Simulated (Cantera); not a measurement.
Input: 1 mol V, 14 mol N2O, equilibrated at 2325 K.

Method: chemical equilibrium by Gibbs-energy minimisation in Cantera with the NASA 1993 tables (ideal gas, pure condensed phases). Candidate condensed phases: V, VN, VO, V2O3, V2O4, V2O5; 13 gas species. The numbers say what is thermodynamically allowed, not how fast it happens.

**Question.** At 0.750 Torr, list the 6 most abundant gas species with their mole fractions, and the condensed phases.

**Answer.** N2 0.630, O2 0.223, O 0.0857, VO2 0.0455, NO 0.0152, VO 7.66e-5. Condensed: gas only.
